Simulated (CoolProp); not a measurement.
R152A at 340.72 K and 2.77 MPa is throttled through a valve to 0.491 MPa with no heat exchange. Each further row changes one setting.

Computed with CoolProp (reference Helmholtz-energy equation of state, Outcalt 1996). It is a modified Benedict-Webb-Rubin equation, recast in Helmholtz form.

```json
[
 {"case": "as stated", "temperature change (K)": "-49.0", "final phase": "two-phase, vapour fraction 0.324", "final density (kg/m³)": "45.5"},
 {"case": "outlet pressure 0.147 MPa", "temperature change (K)": "-82.8", "final phase": "two-phase, vapour fraction 0.468", "final density (kg/m³)": "10.2"},
 {"case": "outlet pressure 0.638 MPa", "temperature change (K)": "-40.3", "final phase": "two-phase, vapour fraction 0.279", "final density (kg/m³)": "66.9"}
]
```
